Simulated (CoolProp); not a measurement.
R1224YDZ at several states: Z from the reference equation and from simpler models built on Tc = 155.5 °C, pc = 3334 kPa, ω = 0.325; each cubic takes its own stable root.

The numbers come from the reference Helmholtz-energy equation of state, Akasaka 2023 in CoolProp.

| T (°C) | p (kPa) | phase | reference |
|---|---|---|---|
| -68.65 | 1770 | liquid | 0.09679 |
| -27.75 | 9700 | liquid | 0.4659 |
| -68.85 | 238 | liquid | 0.01304 |
| 113.55 | 305 | gas | 0.9531 |
| 100.35 | 2630 | liquid | 0.1115 |
| 91.75 | 13.9 | gas | 0.9975 |

Problem. How far does each simpler model (van der Waals, Redlich-Kwong, Soave-Redlich-Kwong, Peng-Robinson) lie from the reference over these 6 states: mean and median of the absolute difference, and the worst?

Solution. 
- van der Waals: mean 46.6 %, median 66.9 %, worst +72.9 % at -68.85 °C and 238 kPa
- Redlich-Kwong: mean 11.7 %, median 15.4 %, worst +22.4 % at 100.35 °C and 2630 kPa
- Soave-Redlich-Kwong: mean 8.9 %, median 12.4 %, worst +15.4 % at 100.35 °C and 2630 kPa
- Peng-Robinson: mean 0.8 %, median 0.8 %, worst +2.0 % at 100.35 °C and 2630 kPa
